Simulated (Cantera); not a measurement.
## Equilibrium for chemical vapour transport: MgO + Br2

Charge: 1 mol MgO, 0.35 mol Br2, equilibrated at 1248 K.

These are equilibrium values from Cantera (NASA tables, ideal gas, pure condensed phases), not measurements of a reactor. Candidate condensed phases: Br2, Mg, MgBr2, MgO; 10 gas species. Equilibrium is a limit: real reactors are often held back by kinetics, nucleation or transport.

From 10.0 mbar to 10.0 bar the condensed part is MgO(s). The main Mg-bearing gas is MgBr2 throughout.

```csv
P (Pa),x Br2,x Br,x MgBr2,x O2,x O,n MgO(s)
1000,0.549,0.445,0.00373,0.00187,2.88e-8,0.998
2200,0.665,0.330,0.00326,0.00163,1.81e-8,0.999
4600,0.753,0.243,0.00277,0.00139,1.16e-8,0.999
10000,0.824,0.173,0.00227,0.00114,7.09e-9,0.999
22000,0.877,0.120,0.00182,0.000911,4.28e-9,0.999
46000,0.913,0.0847,0.00146,0.000731,2.65e-9,0.999
100000,0.940,0.0583,0.00115,0.000576,1.60e-9,1.000
220000,0.959,0.0397,0.000897,0.000449,9.50e-10,1.000
460000,0.971,0.0276,0.000708,0.000354,5.84e-10,1.000
1000000,0.980,0.0188,0.000550,0.000275,3.49e-10,1.000
```
x: gas mole fraction; n: condensed amount in mol.
